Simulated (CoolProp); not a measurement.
Methanol at several states: density (kg/m³) from the reference equation and from simpler models built on Tc = 513.4 K, pc = 8.216 MPa, ω = 0.565; each cubic takes its own stable root.

Model: reference Helmholtz-energy equation of state, de Reuck 1993, in CoolProp.

| T (K) | p (MPa) | phase | reference |
|---|---|---|---|
| 442.7 | 2.01 | gas | 22.81 |
| 489.5 | 0.682 | gas | 5.555 |
| 495 | 0.123 | gas | 0.9629 |

### Question
How far does each simpler model (ideal gas, van der Waals, Redlich-Kwong, Peng-Robinson) lie from the reference over these 3 states: mean and median of the absolute difference, and the worst?

### Answer
- ideal gas: mean 9.1 %, median 3.3 %, worst -23.3 % at 442.7 K and 2.01 MPa
- van der Waals: mean 4.6 %, median 0.5 %, worst -13.3 % at 442.7 K and 2.01 MPa
- Redlich-Kwong: mean 3.5 %, median 0.0 %, worst -10.6 % at 442.7 K and 2.01 MPa
- Peng-Robinson: mean 2.5 %, median 0.5 %, worst -6.9 % at 442.7 K and 2.01 MPa
